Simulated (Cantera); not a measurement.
Nitride etching: BN + Cl₂ + N₂

Charge: 1 mol BN, 42 mol Cl₂, 1.6 mol N₂, equilibrated at 270 Pa.

Equilibrium computed with Cantera from the NASA thermochemical tables; the gas is ideal and each condensed phase is pure. Candidate condensed phases: B, BN; 10 gas species. Rates play no part.

```csv
T (°C),x Cl₂,x Cl,x N₂,x BCl₃
600,0.928,0.000821,0.0481,0.0229
700,0.924,0.00475,0.0481,0.0229
800,0.910,0.0197,0.0477,0.0227
900,0.868,0.0635,0.0466,0.0222
1000,0.771,0.164,0.0442,0.0211
1100,0.599,0.342,0.0399,0.0190
1200,0.376,0.573,0.0344,0.0164
1300,0.184,0.772,0.0296,0.0141
```
x: gas mole fraction; nothing condenses.

From 600 °C to 1300 °C nothing is condensed. The main B-bearing gas is BCl₃ throughout.
